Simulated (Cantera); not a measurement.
## Equilibrium for hydrogen reduction and annealing atmospheres: CuO + H2 + N2

Feed: 1 mol CuO, a varied amount of H2, 0.36 mol N2, at 1550 K and 0.000470 bar.

Method: chemical equilibrium by Gibbs-energy minimisation in Cantera with the NASA 1993 tables (ideal gas, pure condensed phases). Candidate condensed phases: Cu, CuO, Cu(OH)2, Cu2O, H2O; 27 gas species. The numbers say what is thermodynamically allowed, not how fast it happens.

| n(H2) (mol) | log p H2 | log p H2O | log p Cu | log p N2 | log p H | log p Cu2 |
|---|---|---|---|---|---|---|
| 140 | -3.34 | -5.48 | -5.48 | -5.92 | -6.17 | -9.50 |
| 220 | -3.33 | -5.67 | -5.67 | -6.12 | -6.17 | -9.89 |
| 330 | -3.33 | -5.85 | -5.85 | -6.29 | -6.17 | -10.24 |
| 500 | -3.33 | -6.03 | -6.03 | -6.47 | -6.17 | -10.60 |
| 760 | -3.33 | -6.21 | -6.21 | -6.65 | -6.17 | -10.96 |
| 1200 | -3.33 | -6.41 | -6.41 | -6.85 | -6.17 | -11.36 |
| 1700 | -3.33 | -6.56 | -6.56 | -7.00 | -6.17 | -11.66 |
| 2600 | -3.33 | -6.74 | -6.74 | -7.19 | -6.17 | -12.03 |
log p: log10 of the partial pressure in bar; nothing condenses.

From 140 mol H2 to 2600 mol H2 nothing is condensed. The main Cu-bearing gas is Cu throughout.
